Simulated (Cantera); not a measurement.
A closed system holds: 1 mol Al(CH3)3, 9.1 mol NH3, 1.2 mol N2, equilibrated at 10.0 mbar.

These are equilibrium values from Cantera (NASA tables, ideal gas, pure condensed phases), not measurements of a reactor. Candidate condensed phases: Al, AlN, C, C6H6, C7H8, C8H18; 97 gas species. The feed counts by its element totals alone. Rates play no part.

Over these rows the condensed part is AlN(s) + C(graphite). Partial pressures as log10 of bar:

| T (K) | 1000/T (1/K) | log p Al | log p H2 | log p N2 |
|---|---|---|---|---|
| 1373 | 0.7283 | -10.94 | -2.11 | -2.65 |
| 1473 | 0.6789 | -9.29 | -2.11 | -2.65 |
| 1573 | 0.6357 | -7.86 | -2.11 | -2.65 |
| 1673 | 0.5977 | -6.59 | -2.11 | -2.65 |
| 1773 | 0.5640 | -5.48 | -2.11 | -2.65 |
| 1873 | 0.5339 | ? | -2.12 | -2.65 |

Task: Fit log p(Al) = a + b·(1000/T) to the five rows, give the apparent enthalpy, and predict the row at 1873 K.

Result: Means: 1000/T = 0.6409, log p = -8.032. Sxy = -0.561401, Sxx = 0.0168896, so b = -33.24 and a = -8.032 − (-33.24)×0.6409 = 13.27.
Apparent enthalpy: −19.145 × (-33.24) = 636 kJ/mol. With the condensed phases at unit activity, AlN(s) = Al(g) + 1/2 N2(g) links this pressure to the main gases: over the six rows their terms move log p by +0.00 in all, so the slope is close to that reaction's ΔH°. The five rows lie within 0.01 of the line.
Prediction at 1873 K: 13.27 + (-33.24)×0.5339 = -4.48. The computed value is -4.48, 0.00 from the line.
